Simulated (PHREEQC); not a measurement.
Arsenic or selenium liquor

Solution (25 °C): 1.6 mmol/kgw Na2SeO4 and 0.036 mmol/kgw CaCl2. Closed to the air; pH follows from the charge balance.

Computed with PHREEQC (ion-association model, wateq4f.dat).

Each row changes one thing in this solution. Precipitation was switched off in this run.

| case | pH | ionic strength (mol/kgw) |
|---|---|---|
| as made | 7.01 | 0.00491 |
| Na2SeO4 replaced by Na2B4O7 at the same molality | 9.21 | 0.00331 |
| Na2SeO4 from 0.0016 to 0.00016 mol/kgw | 7.00 | 0.000588 |
| temperature from 25 to 20 °C | 7.09 | 0.00491 |
| Na2SeO4 left out | 7.00 | 0.000108 |
| diluted 100-fold with water | 7.00 | 4.92e-5 |
| CaCl2 left out | 7.01 | 0.00480 |
| Na2SeO4 from 0.0016 to 0.00144 mol/kgw | 7.01 | 0.00443 |

Complexes and solids missing from the database can't appear.
